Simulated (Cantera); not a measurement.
Input: 1 mol SiH4, 2.7 mol O2, held at 723.15 K and 133 Pa.

These are equilibrium values from Cantera (NASA tables, ideal gas, pure condensed phases), not measurements of a reactor. Candidate condensed phases: H2O, Si, SiO2; 18 gas species. Equilibrium is a limit: real reactors are often held back by kinetics, nucleation or transport.

Base state: H2O 0.741, O2 0.259 (mole fractions); condensed: SiO2(α-quartz).

Q: What changes in the equilibrium state with this change: O2 from 2.7 to 1.7 mol?

A: 
| species | before | after |
|---|---|---|
| H2O | 0.741 | 0.700 |
| H2 | <1e-9 | 0.300 |
| O2 | 0.259 | <1e-9 |
| SiO2(α-quartz), mol | 1.00 | 1.00 |
